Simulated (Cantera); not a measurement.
# Premixed flame

A freely propagating, adiabatic, planar premixed flame of H₂ : O₂ : N₂ : H₂O = 1 : 0.227 : 0.864 : 0.6 (molar parts), equivalence ratio 2.2, unburnt at 398 K and 5.50 bar; mixture-averaged transport, grid criteria slope 0.08 and curve 0.16, no radiation.

Computed with Cantera and the H2/O2 subset of GRI-Mech 3.0, which has no nitrogen chemistry. The hydrogen kinetics of GRI-Mech 3.0 are dated; newer H2 mechanisms differ, most at raised pressure. Burning velocities carry a grid error of a few per cent, more on coarse grids.

| z (mm) | T (K) | u (m/s) | x H₂ | x O₂ | x H₂O | x HO₂ | x OH | x H |
|---|---|---|---|---|---|---|---|---|
| -0.264 | 399 | 0.761 | 0.370 | 0.0845 | 0.223 | 2.83e-8 | <1e-8 | <1e-8 |
| -0.176 | 404 | 0.766 | 0.366 | 0.0851 | 0.225 | 6.75e-7 | <1e-8 | <1e-8 |
| -0.132 | 419 | 0.786 | 0.358 | 0.0859 | 0.229 | 3.93e-6 | <1e-8 | <1e-8 |
| -0.0880 | 483 | 0.885 | 0.338 | 0.0868 | 0.240 | 3.39e-5 | <1e-8 | <1e-8 |
| -0.0440 | 763 | 1.35 | 0.296 | 0.0775 | 0.281 | 0.000459 | 1.20e-6 | 2.70e-6 |
| -0.0220 | 1054 | 1.84 | 0.268 | 0.0581 | 0.324 | 0.000727 | 7.03e-5 | 0.000292 |
| 0 | 1331 | 2.32 | 0.241 | 0.0329 | 0.372 | 0.000330 | 0.000224 | 0.00200 |
| 0.0220 | 1489 | 2.59 | 0.225 | 0.0147 | 0.405 | 0.000124 | 0.000349 | 0.00400 |
| 0.0440 | 1562 | 2.72 | 0.217 | 0.00588 | 0.420 | 4.64e-5 | 0.000395 | 0.00477 |
| 0.0880 | 1611 | 2.81 | 0.213 | 0.00107 | 0.429 | 7.97e-6 | 0.000356 | 0.00424 |
| 0.176 | 1636 | 2.85 | 0.213 | 7.80e-5 | 0.431 | 5.63e-7 | 0.000235 | 0.00268 |
| 0.352 | 1649 | 2.87 | 0.214 | 3.49e-6 | 0.432 | 2.70e-8 | 0.000123 | 0.00136 |
| 0.704 | 1655 | 2.88 | 0.214 | 2.48e-7 | 0.432 | <1e-8 | 5.67e-5 | 0.000614 |
x: mole fraction of selected species; z is measured from the peak of heat release.

| Item | Result |
|---|---|
| laminar burning velocity | 76.1 cm/s |
| thermal thickness | 0.0880 mm |
| peak x(HO₂) | 0.000768 |
| peak x(OH) | 0.000396 |
| peak x(H) | 0.00480 |
| grid points | 108 |
